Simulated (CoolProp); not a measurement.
Aqueous ammonia as a coolant, 7 % by mass, freezing at -8.9 °C, 1 atm.

The numbers come from the Melinder's fits for secondary coolants in CoolProp.

| T (°C) | Prandtl number | cp (kJ/(kg K)) | density (kg/m³) | conductivity (W/(m K)) |
|---|---|---|---|---|
| -0.2 | 16.1 | 4.215 | 972.9 | 0.514 |
| 3.1 | 14.2 | 4.210 | 972.5 | 0.520 |
| 6.4 | 12.7 | 4.205 | 972.1 | 0.526 |
| 9.7 | (withheld) | 4.200 | 971.4 | 0.531 |
| 13 | 10.4 | 4.196 | 970.7 | 0.537 |
| 16.4 | 9.42 | 4.193 | 969.9 | 0.542 |
| 19.7 | 8.58 | 4.190 | 969.0 | (withheld) |
| 23 | 7.82 | 4.189 | 968.0 | 0.553 |
| 26.3 | (withheld) | 4.189 | 967.0 | 0.559 |
| 29.6 | 6.45 | 4.190 | 965.8 | 0.566 |

Q: Fill in the missing entries.

A: 
- 9.7, Prandtl number: 11.5
- 19.7, conductivity (W/(m K)): 0.548
- 26.3, Prandtl number: 7.12
